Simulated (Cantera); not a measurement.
Source: NASA polynomial tables (part measured, part estimated), evaluated in Cantera. Values are per mole of reaction as written; species without (g) are pure solids or liquids, kept so even where they would boil at 1 bar.

Task: Between 1498 and 1898 K, where is each reaction favourable under standard conditions?
- 0.6667 Cr + O2(g) ⇌ 0.6667 CrO3(g)
- 1.333 Ti + O2(g) ⇌ 0.6667 Ti2O3
- 1.333 B + O2(g) ⇌ 0.6667 B2O3(g)

Result: 
- 0.6667 Cr + O2(g) ⇌ 0.6667 CrO3(g): ΔG° is -125 kJ at 1498 K and -105 kJ at 1898 K; it stays negative (K > 1). ΔH° is -206 kJ and ΔS° -53 J/K at 1898 K.
- 1.333 Ti + O2(g) ⇌ 0.6667 Ti2O3: ΔG° is -742 kJ at 1498 K and -676 kJ at 1898 K; it stays negative (K > 1). ΔH° is -989 kJ and ΔS° -165 J/K at 1898 K.
- 1.333 B + O2(g) ⇌ 0.6667 B2O3(g): ΔG° is -519 kJ at 1498 K and -507 kJ at 1898 K; it stays negative (K > 1). ΔH° is -564 kJ and ΔS° -30 J/K at 1898 K.
